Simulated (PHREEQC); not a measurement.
Solution (25 °C): 0.096 mol HF, 0.029 mol (CH3)4NF and 0.0001 mol H2SiF6 per kg of water. Closed to the air; pH follows from the charge balance.

All values are PHREEQC results (ion-association model, wateq4f.dat), not measurements.

| Item | Result |
|---|---|
| pH | 2.68 |
| ionic strength | 0.0315 mol/kgw |
| total alkalinity | -96.6 meq/kg |

| species | molality | activity | log γ |
|---|---|---|---|
| HF | 0.0652 | 0.0657 | 0.003 |
| (CH3)4N+ | 0.0290 | 0.0245 | -0.073 |
| F- | 0.0249 | 0.0210 | -0.075 |
| H2F2 | 0.0112 | 0.0112 | 0.003 |
| HF2- | 0.00628 | 0.00528 | -0.075 |
| H+ | 0.00240 | 0.00209 | -0.059 |

This is a speciation only: nothing precipitates in the calculation. (CH3)4N+ isn't in the database: it is added as a free cation with an ion size of 4 Å. wateq4f.dat counts part of the HF as a dimer, H2F2, which phreeqc.dat doesn't know; its constant is uncertain. SiF6-2 is the database's only silicon fluoride.
